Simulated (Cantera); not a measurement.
Input: 1 mol SiHCl3, 0.061 mol Cl2, a varied amount of H2, at 1523.15 K and 190 Pa.

Method: chemical equilibrium by Gibbs-energy minimisation in Cantera with the NASA 1993 tables (ideal gas, pure condensed phases). Candidate condensed phases: Si; 19 gas species. Kinetics and transport are ignored.

Task: At 660 mol H2, list the 4 most abundant gas species with their mole fractions, and the condensed phases.

Result: H2 0.995, HCl 0.00457, H 0.000530, SiCl2 6.87e-5. Condensed: Si(s).
